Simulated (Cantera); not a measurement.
Mixture: CH4 : H2 : O2 : N2 = 1 : 0.21 : 3.29 : 12.4 (molar parts), at 750 Torr, adiabatic and at constant pressure. Ignition delay is the time to a rise of 400 K.

Cantera simulation using GRI-Mech 3.0 (53 species, 325 reactions); the numbers are that mechanism's predictions, not measurements. Below about 1000 K GRI-Mech 3.0 lacks low-temperature oxidation paths.

### Question
Predict: delay at 975 K; delay at 1075 K; delay at 1175 K; delay at 1275 K; delay at 1375 K; apparent activation energy between 1325 and 1425 K.

### Answer
```json
{
 "delay at 975 K": "71.5 ms",
 "delay at 1075 K": "22.2 ms",
 "delay at 1175 K": "7.94 ms",
 "delay at 1275 K": "2.91 ms",
 "delay at 1375 K": "1.16 ms",
 "apparent activation energy between 1325 and 1425 K": "140 kJ/mol"
}
```
